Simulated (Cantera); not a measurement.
**Fluorocarbon and chlorocarbon gases: CF4 + H2**

Feed: 1 mol CF4, a varied amount of H2, equilibrated at 100000 Pa.

Cantera equilibrium calculation (NASA polynomials, part measured and part estimated; ideal gas, pure solids and liquids). Candidate condensed phases: C, C6H6, C7H8, C8H18; 95 gas species. Rates play no part.

### Question
Map the stable condensed phases over T = 500, 600, 700, 800, 900, 1000, 1100, 1200, 1300, 1400, 1500, 1600, 1700, 1800 °C and n(H2) in mol = 0.14, 0.24, 0.4, 0.69, 1.2, 2, 3.4, 5.8, 10.

### Answer
```
T in °C \ n(H2) in mol
         0.14 0.24  0.4 0.69  1.2    2  3.4  5.8   10
   1800     A    A    A    A    A    A    A    A    A
   1700     A    A    A    A    A    A    A    A    A
   1600     A    A    A    A    A    A    A    A    A
   1500     A    A    A    A    A    A    A    A    A
   1400     A    A    A    A    A    A    A    A    A
   1300     A    A    A    A    A    A    A    A    A
   1200     A    A    A    A    A    A    A    A    A
   1100     A    A    A    A    A    A    A    A    A
   1000     A    A    A    A    A    A    A    A    A
    900     A    A    A    A    A    A    A    A    A
    800     A    A    A    A    A    A    A    A    A
    700     A    A    A    A    A    A    A    A    A
    600     A    A    A    A    A    A    A    A    B
    500     A    A    A    A    A    A    A    B    B
```
A: C; B: gas only.
